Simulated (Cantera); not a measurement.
Input (Python, Cantera) and output of one run.

```python
import numpy as np
import cantera as ct

gas_names = """
    C CH CH2 CH3 CH2OH CH3O CH4 CH3OH CO CO2 COOH C2 C2H CHCO,ketyl C2H2,acetylene C2H2,vinylidene
    CH2CO,ketene C2H3,vinyl CH3CO,acetyl C2H4 C2H4O,ethylen CH3CHO,ethanal CH3COOH (HCOOH)2 C2H5 C2H6
    CH3OCH3 C2H5OH C2O C3 C3H3,propargyl C3H4,allene C3H4,propyne C3H4,cyclo- C3H5,allyl C3H6,propylene
    C3H6,cyclo- C3H6O C3H7,n-propyl C3H7,i-propyl C3H8 C3H8O,1propanol C3H8O,2propanol C3O2 C4 C4H2
    C4H4,1,3-cyclo- C4H6,butadiene C4H6,2-butyne C4H6,cyclo- C4H8,1-butene C4H8,cis2-buten
    C4H8,tr2-butene C4H8,isobutene C4H8,cyclo- (CH3COOH)2 C4H9,n-butyl C4H9,i-butyl C4H9,s-butyl
    C4H9,t-butyl C4H10,isobutane C4H10,n-butane C5 C5H6,1,3cyclo- C5H8,cyclo- C5H10,1-pentene
    C5H10,cyclo- C5H11,pentyl C5H11,t-pentyl C5H12,n-pentane C5H12,i-pentane CH3C(CH3)2CH3 C6H2
    C6H5,phenyl C6H5O,phenoxy C6H6 C6H5OH,phenol C6H10,cyclo- C6H12,1-hexene C6H12,cyclo- C6H13,n-hexyl
    C7H7,benzyl C7H8 C7H8O,cresol C7H14,1-heptene C7H15,n-heptyl C7H16,n-heptane C8H8,styrene
    C8H10,ethylbenz C8H16,1-octene C8H17,n-octyl C8H18,isooctane C8H18,n-octane C9H19,n-nonyl
    C10H8,naphthale C10H21,n-decyl C12H9,o-bipheny C12H10,bipheny Ca CaO CaOH CaO2H2 Ca2 H HCO HO2 H2
    HCHO,formaldehy HCOOH H2O H2O2 O OH O2 O3
""".split()
cond_names = """
    C(gr) C6H6(L) C7H8(L) C8H18(L),n-octa Ca(a) Ca(b) Ca(L) CaCO3(caL) CaO(s) CaO(L) CaO2H2(s) H2O(s)
    H2O(L)
""".split()


def load(file, names, dense=False):
    # The tables refer to 1 bar. Condensed volumes are neglected.
    table = {s.name: s for s in ct.Species.list_from_file(file)}
    out = []
    for n in names:
        d = dict(table[n].input_data)
        d["thermo"] = dict(d["thermo"], **{"reference-pressure": 1e5})
        if dense:
            d["equation-of-state"] = {"model": "constant-volume", "density": "1e6 g/cm^3"}
        out.append(ct.Species.from_dict(d))
    return out


gas = ct.Solution(thermo="ideal-gas", species=load("nasa_gas.yaml", gas_names))
cond = {s.name: ct.Solution(thermo="fixed-stoichiometry", species=[s], name=s.name)
        for s in load("nasa_condensed.yaml", cond_names, dense=True)}
atoms = {
    'CaCO3': {'Ca': 1, 'C': 1, 'O': 3},
    'H2': {'H': 2},
}
top_T = {'C(gr)': 4500}  # K; cautious upper limits of use, not melting points


def equilibrate(T, P, feed):
    n = {}
    for name, mol in feed.items():
        for a, k in atoms[name].items():
            n[a] = n.get(a, 0.0) + k * mol
    gas.TPX = T, P, n
    mass = sum(n.values()) * gas.mean_molecular_weight
    gas.equilibrate("TP")
    valid = [c for c in cond.values() if c.min_temp <= T <= top_T.get(c.name, c.max_temp)]
    mix = ct.Mixture([(gas, mass / gas.mean_molecular_weight)] + [(c, 0.0) for c in valid])
    mix.T, mix.P = T, P
    mix.equilibrate("TP", solver="vcs", rtol=1e-11, max_steps=5000)
    return mix


results = []
feed = {'CaCO3': 1, 'H2': 7.3}  # mol
T = 850  # K
P = 10000  # Pa
mix = equilibrate(T, P, feed)
results.append((T, P, feed, dict(zip(mix.species_names, mix.species_moles))))
print(gas.report(threshold=0.001))
for i in range(1, mix.n_phases):
    print(f"{mix.phase(i).name:16s} {mix.phase_moles(i):12.5e} mol")
```

Result:

```
       temperature   850 K
          pressure   10000 Pa
           density   0.007644 kg/m^3
  mean mol. weight   5.4022 kg/kmol
   phase of matter   gas

                          1 kg             1 kmol
                     ---------------   ---------------
          enthalpy       -2.7558e+06       -1.4888e+07  J
   internal energy        -4.064e+06       -2.1955e+07  J
           entropy             36439        1.9685e+05  J/K
    Gibbs function       -3.3729e+07       -1.8221e+08  J
 heat capacity c_p            5847.2             31588  J/K
 heat capacity c_v            4308.1             23274  J/K

                      mass frac. Y      mole frac. X     chem. pot. / RT
                     ---------------   ---------------   ---------------
               CH4          0.046978          0.015819           -41.516
                CO           0.25385          0.048959           -46.154
               CO2           0.11682          0.014341           -89.979
                H2           0.31358           0.84028           -19.594
               H2O           0.26877          0.080597           -63.419
     [ +110 minor]        9.6381e-08        1.7125e-08

C(gr)             0.00000e+00 mol
Ca(b)             0.00000e+00 mol
CaCO3(caL)        3.93642e-01 mol
CaO(s)            6.06358e-01 mol
CaO2H2(s)         0.00000e+00 mol
```

Equilibrium computed with Cantera from the NASA thermochemical tables; the gas is ideal and each condensed phase is pure.
